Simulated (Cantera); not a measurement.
A Cantera script and what it prints.

```python
import numpy as np
import cantera as ct

gas_names = """
    Cu CuO Cu2 H HO2 H2 H2O H2O2 O OH O2 O3
""".split()
cond_names = """
    Cu(cr) Cu(L) CuO(s) CuO2H2(s) Cu2O(s) Cu2O(L) H2O(s) H2O(L)
""".split()


# ... load() reads the species with a 1 bar reference pressure and builds the phases ...
atoms = {
    'Cu2O': {'Cu': 2, 'O': 1},
    'H2': {'H': 2},
}
top_T = {'CuO(s)': 1390}  # K; cautious upper limits of use, not melting points


# ... equilibrate(T, P, feed) seeds the gas with the atoms and calls Mixture.equilibrate('TP', solver="vcs", rtol=1e-11, max_steps=5000) ...
results = []
T = 1350  # K
P = 133.322  # Pa
for m in [0.32, 0.68, 1.4, 3.1, 6.6, 14, 30, 64, 140, 290, 620]:
    feed = {'Cu2O': 1, 'H2': m}  # mol
    mix = equilibrate(T, P, feed)
    results.append((T, P, feed, dict(zip(mix.species_names, mix.species_moles))))

top = {s: max(r[3][s] / sum(r[3][g] for g in gas_names) for r in results) for s in gas_names}
cols = sorted((s for s in top if top[s] > 1e-06), key=lambda s: -top[s])[:5]
seen = [c for c in cond_names if any(r[3].get(c, 0) > 1e-12 for r in results)]
print("log10 of partial pressures in bar; condensed amounts in mol")
print(f"{'n(H2)':>10s}" + "".join(f"{s[:9]:>10s}" for s in cols + seen))
for T, P, feed, n in results:
    ng = sum(n[g] for g in gas_names)
    print(f"{feed['H2']:10.4g}" + "".join(f"{np.log10(max(n[s] / ng * P / 1e5, 1e-99)):10.3f}" for s in cols)
          + "".join(f"{n.get(c, 0):10.4g}" for c in seen))
```

It prints:

```
log10 of partial pressures in bar; condensed amounts in mol
     n(H2)        H2       H2O        O2        Cu        OH    Cu(cr)   Cu2O(s)
      0.32    -6.833    -2.876    -5.466    -6.310    -6.872    0.6431    0.6784
      0.68    -6.833    -2.876    -5.466    -6.310    -6.872     1.367    0.3165
       1.4    -3.419    -3.021   -12.584    -6.310    -8.724     1.999         0
       3.1    -3.044    -3.367   -14.025    -6.310    -9.257     1.999         0
       6.6    -2.947    -3.695   -14.877    -6.310    -9.634     1.998         0
        14    -2.907    -4.021   -15.608    -6.310    -9.980     1.995         0
        30    -2.890    -4.352   -16.305    -6.310   -10.320     1.989         0
        64    -2.882    -4.681   -16.979    -6.310   -10.653     1.976         0
       140    -2.878    -5.021   -17.666    -6.310   -10.995     1.949         0
       290    -2.877    -5.338   -18.302    -6.310   -11.312     1.894         0
       620    -2.876    -5.668   -18.964    -6.310   -11.642     1.772         0
```

Cantera equilibrium calculation (NASA polynomials, part measured and part estimated; ideal gas, pure solids and liquids). Mutual solubility and eutectic melting of coexisting phases are not modelled.
